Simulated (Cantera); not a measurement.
Cantera run, input and output.

```python
import numpy as np
import cantera as ct

gas = ct.Solution("gri30.yaml")
gas.TPX = 2450, 6900, {'CH4': 0.011, 'H2': 1, 'N2': 0.0027}
reactor = ct.IdealGasConstPressureReactor(gas, energy="off", clone=False)
net = ct.ReactorNet([reactor])
net.rtol, net.atol = 1e-08, 1e-18
show = ['CH4', 'H2', 'H', 'C2H', 'C2H2', 'CH2']
times = np.geomspace(3e-06, 1, 14)

steps = ct.SolutionArray(gas, extra=["t"])
rows = []
print(f"{'t/s':>10s}{'T/K':>9s}{'P/Pa':>11s}" + "".join(f"{s:>11s}" for s in show))
for t in times:
    while net.time < t:
        t_next = net.step()
        steps.append(gas.state, t=t_next)
    rows.append([np.interp(t, steps.t, y) for y in (steps.T, steps.P, *steps(*show).X.T)])
    print(f"{t:10.3e}{rows[-1][0]:9.1f}{rows[-1][1]:11.4g}" + "".join(f"{x:11.3e}" for x in rows[-1][2:]))
rate = np.gradient(steps.T, steps.t)
print("integrator steps:", len(steps.t))
if steps.T.max() > steps.T[0] + 200:
    print(f"time of steepest temperature rise: {steps.t[rate.argmax()]:.4e} s")
gas.TPX = 2450, 6900, {'CH4': 0.011, 'H2': 1, 'N2': 0.0027}
gas.equilibrate("TP")
print(f"equilibrium (TP): T = {gas.T:.1f} K  " + "  ".join(f"{s} {gas[s].X[0]:.3e}" for s in show))
```

Result:

```
       t/s      T/K       P/Pa        CH4         H2          H        C2H       C2H2        CH2
 3.000e-06   2450.0       6900  1.080e-02  9.864e-01  1.062e-04  6.251e-17  9.513e-12  1.077e-08
 7.979e-06   2450.0       6900  1.074e-02  9.862e-01  3.194e-04  9.695e-15  4.753e-10  5.784e-08
 2.122e-05   2450.0       6900  1.063e-02  9.856e-01  9.020e-04  1.048e-12  1.796e-08  3.162e-07
 5.645e-05   2450.0       6900  1.033e-02  9.841e-01  2.431e-03  1.048e-10  6.619e-07  1.911e-06
 1.501e-04   2450.0       6900  9.579e-03  9.802e-01  6.325e-03  8.842e-09  2.133e-05  1.099e-05
 3.993e-04   2450.0       6900  7.642e-03  9.720e-01  1.507e-02  4.094e-07  4.108e-04  4.586e-05
 1.062e-03   2450.0       6900  3.406e-03  9.628e-01  2.671e-02  4.803e-06  2.693e-03  6.598e-05
 2.825e-03   2450.0       6900  7.195e-04  9.558e-01  3.574e-02  1.115e-05  4.640e-03  2.787e-05
 7.513e-03   2450.0       6900  1.377e-04  9.480e-01  4.402e-02  1.522e-05  5.100e-03  8.504e-06
 1.998e-02   2450.0       6900  2.859e-05  9.376e-01  5.460e-02  1.935e-05  5.168e-03  2.796e-06
 5.315e-02   2450.0       6900  9.581e-06  9.249e-01  6.736e-02  2.410e-05  5.148e-03  1.465e-06
 1.414e-01   2450.0       6900  7.454e-06  9.188e-01  7.351e-02  2.638e-05  5.129e-03  1.374e-06
 3.760e-01   2450.0       6900  7.371e-06  9.184e-01  7.385e-02  2.648e-05  5.125e-03  1.372e-06
 1.000e+00   2450.0       6900  7.365e-06  9.184e-01  7.385e-02  2.643e-05  5.114e-03  1.371e-06
integrator steps: 1476
equilibrium (TP): T = 2450.0 K  CH4 6.772e-06  H2 9.184e-01  H 7.385e-02  C2H 2.124e-05  C2H2 4.110e-03  CH2 1.260e-06
```

Cantera simulation using GRI-Mech 3.0 (53 species, 325 reactions); the numbers are that mechanism's predictions, not measurements. GRI-Mech 3.0 stops at C3 and has no aromatics, soot or wall deposition, so with more carbon than oxygen in the feed, carbon stays in small species such as C2H2 where larger ones or solid carbon would form.
